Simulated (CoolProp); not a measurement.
Vapour-liquid equilibrium of C3F8 (R218) (1) + R134a (2) at -44.05 °C; x and y are mole fractions of (1).

Computed with CoolProp (multi-fluid Helmholtz-energy mixture model, Lemmon 2006 and Tillner-Roth 1994; pair parameters Bell 2016).

| x | bubble pressure (bar) | y at the bubble point | dew pressure at overall composition x (bar) | liquid density (mol/L) |
|---|---|---|---|---|
| 0.05 | 0.5534 | 0.284 | 0.4318 | 13.59 |
| 0.125 | 0.6876 | 0.453 | 0.4648 | 13.00 |
| 0.2 | 0.7638 | 0.529 | 0.5031 | 12.45 |
| 0.275 | 0.8068 | 0.571 | 0.5476 | 11.95 |
| 0.35 | 0.8313 | 0.596 | 0.6000 | 11.49 |
| 0.425 | 0.8457 | 0.614 | 0.6616 | 11.06 |
| 0.5 | 0.8547 | 0.629 | 0.7333 | 10.66 |
| 0.575 | 0.8605 | 0.645 | 0.8110 | 10.30 |
| 0.65 | 0.8634 | 0.663 | 0.8618 | 9.961 |
| 0.725 | 0.8619 | 0.688 | 0.8528 | 9.652 |
| 0.8 | 0.8525 | 0.726 | 0.8214 | 9.369 |
| 0.875 | 0.8283 | 0.785 | 0.7839 | 9.108 |
| 0.95 | 0.7779 | 0.887 | 0.7455 | 8.869 |

y crosses x between x = 0.65 and 0.725: the model has an azeotrope there.

The pair parameters rest on a limited set of measurements; away from them the model extrapolates. With so large a gap from Raoult's law the liquid may split in two, which this calculation doesn't test in full.
